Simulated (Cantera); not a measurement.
# SiH₂Cl₂ + O₃ (silicon oxide and oxynitride deposition)

Input: 1 mol SiH₂Cl₂, 1.5 mol O₃, at 3700 Pa.

These are equilibrium values from Cantera (NASA tables, ideal gas, pure condensed phases), not measurements of a reactor. Candidate condensed phases: H₂O, Si, SiO₂; 30 gas species. The tables hold silica as quartz up to 1696 K and as liquid above; real silica turns to tridymite and cristobalite and melts near 1996 K. Rates play no part.

```csv
T (K),log p HCl,log p O₂,log p H₂O,log p Cl₂,log p Cl,n SiO₂(β-quartz)
1000,-1.77,-1.88,-2.47,-2.47,-4.65,1.00
1050,-1.75,-1.88,-2.53,-2.53,-4.37,1.00
1100,-1.74,-1.87,-2.58,-2.59,-4.11,1.00
1150,-1.73,-1.87,-2.63,-2.64,-3.88,1.00
1200,-1.72,-1.87,-2.67,-2.69,-3.67,1.00
1250,-1.71,-1.87,-2.71,-2.74,-3.48,1.00
1300,-1.71,-1.87,-2.74,-2.80,-3.31,1.00
1350,-1.71,-1.87,-2.76,-2.86,-3.15,1.00
1400,-1.71,-1.87,-2.78,-2.93,-3.01,1.00
1450,-1.71,-1.87,-2.78,-3.00,-2.89,1.00
1500,-1.71,-1.87,-2.78,-3.09,-2.78,1.00
1550,-1.72,-1.88,-2.77,-3.18,-2.68,1.00
1600,-1.72,-1.88,-2.75,-3.28,-2.60,1.00
```
log p: log10 of the partial pressure in bar; n: condensed amount in mol.

From 1000 K to 1600 K the condensed part is SiO₂(β-quartz).
